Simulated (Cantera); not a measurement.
Charge: 1 mol FeS, 0.13 mol H2S, 8 mol N2, held at 1348 K and 10000 Pa.

Equilibrium computed with Cantera from the NASA thermochemical tables; the gas is ideal and each condensed phase is pure. Candidate condensed phases: Fe, FeS, FeS2, S; 16 gas species. FeS: taken at fixed stoichiometry. Kinetics and transport are ignored.

**Question.** What is the equilibrium state?

**Answer.** 
| Property | Result |
|---|---|
| x(N2) | 0.978 |
| x(H2) | 0.0131 |
| x(S2) | 0.00653 |
| x(H2S) | 0.00276 |
| x(SH) | 7.65e-5 |
| x(S) | 1.46e-6 |
| n(FeS(s)) | 1.00 mol |
| gas amount | 8.184 mol |
| log10 activity of Fe(γ) (absent) | -1.38 |
| log10 activity of S(l) (absent) | -2.62 |
